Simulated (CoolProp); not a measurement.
R134a along the isobar 0.14 MPa: Z from the reference equation and from simpler models built on Tc = 374.2 K, pc = 4.059 MPa, ω = 0.327; each cubic takes its own stable root.

Values from CoolProp's reference Helmholtz-energy equation of state, Tillner-Roth 1994.

| T (K) | phase | reference | van der Waals | Redlich-Kwong | Soave-Redlich-Kwong |
|---|---|---|---|---|---|
| 194.5 | liquid | 0.005790 | 0.9522 | 0.006901 | 0.006690 |
| 216.2 | liquid | 0.005420 | 0.9625 | 0.006465 | 0.006226 |
| 237.9 | liquid | 0.005143 | 0.9699 | 0.9574 | 0.005891 |
| 259.6 | gas | 0.9509 | 0.9754 | 0.9666 | 0.9616 |
| 281.4 | gas | 0.9644 | 0.9796 | 0.9733 | 0.9700 |
| 303.1 | gas | 0.9732 | 0.9829 | 0.9784 | 0.9762 |
| 324.8 | gas | 0.9793 | 0.9855 | 0.9822 | 0.9809 |
| 346.5 | gas | 0.9837 | 0.9876 | 0.9852 | 0.9846 |
| 368.2 | gas | 0.9869 | 0.9893 | 0.9876 | 0.9875 |
| 389.9 | gas | 0.9894 | 0.9907 | 0.9895 | 0.9898 |
| 411.6 | gas | 0.9913 | 0.9918 | 0.9911 | 0.9916 |
| 433.3 | gas | 0.9929 | 0.9928 | 0.9923 | 0.9931 |
| 455 | gas | 0.9941 | 0.9937 | 0.9934 | 0.9944 |

At some of these states van der Waals, Redlich-Kwong gives the other phase, because its saturation line lies elsewhere.
